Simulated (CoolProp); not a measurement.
Saturation properties of methanol (Tc = 240.2 °C, pc = 8.216 MPa, ω = 0.565).

Values from CoolProp's reference Helmholtz-energy equation of state, de Reuck 1993.

```csv
T (°C),p (MPa),liquid cp (kJ/(kg K)),liquid viscosity (µPa s)
77.65,___,2.944,281
85.05,0.2162,3.015,260
92.45,0.2774,3.089,241
99.95,0.3532,3.168,223
107.35,0.4436,3.251,207
114.75,0.5519,___,193
122.15,0.6804,3.430,179
129.55,0.8318,3.528,___
137.05,1.012,3.634,156
144.45,___,3.748,145
151.85,1.456,3.871,135
159.25,1.730,4.008,126
```

Q: Some entries are withheld; supply them.

A: 
- 77.65, p (MPa): 0.1665
- 114.75, liquid cp (kJ/(kg K)): 3.338
- 129.55, liquid viscosity (µPa s): 167
- 144.45, p (MPa): 1.218

It boils at 64.5 °C under 1 atm.

Viscosity comes from a separate model (Xiang 2006).
